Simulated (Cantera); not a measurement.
CH3Cl + F2 + H2 (fluorocarbon and chlorocarbon gases)

Feed: 1 mol CH3Cl, a varied amount of F2, 1.2 mol H2, held at 2825 K and 10.0 mbar.

Cantera equilibrium calculation (NASA polynomials, part measured and part estimated; ideal gas, pure solids and liquids). Candidate condensed phases: C, C6H6, C7H8, C8H18; 118 gas species. Rates play no part.

From 0.092 mol F2 to 1.3 mol F2 the condensed part is C(graphite). The main C-bearing gas is C2H2 (acetylene) at 0.092 mol F2 and C3 at 1.3 mol F2. The share of C in condensed phases is highest at 1.3 mol F2 (86.2 %) and lowest at 0.092 mol F2 (81.6 %).

| n(F2) (mol) | x H | x HF | x H2 | x Cl | x HCl | x C2H2 (acetylene) | x F | x C3 | n C(graphite) |
|---|---|---|---|---|---|---|---|---|---|
| 0.092 | 0.462 | 0.0390 | 0.267 | 0.116 | 0.0977 | 0.00969 | 0.000298 | 0.00428 | 0.816 |
| 0.14 | 0.453 | 0.0589 | 0.258 | 0.116 | 0.0959 | 0.00935 | 0.000458 | 0.00428 | 0.818 |
| 0.22 | 0.440 | 0.0912 | 0.243 | 0.116 | 0.0929 | 0.00879 | 0.000731 | 0.00428 | 0.821 |
| 0.35 | 0.418 | 0.142 | 0.219 | 0.116 | 0.0883 | 0.00794 | 0.00120 | 0.00428 | 0.827 |
| 0.55 | 0.385 | 0.215 | 0.186 | 0.116 | 0.0815 | 0.00673 | 0.00197 | 0.00428 | 0.835 |
| 0.85 | 0.336 | 0.318 | 0.142 | 0.117 | 0.0717 | 0.00513 | 0.00333 | 0.00428 | 0.846 |
| 1.3 | 0.264 | 0.455 | 0.0873 | 0.120 | 0.0576 | 0.00316 | 0.00608 | 0.00428 | 0.862 |
x: gas mole fraction; n: condensed amount in mol.
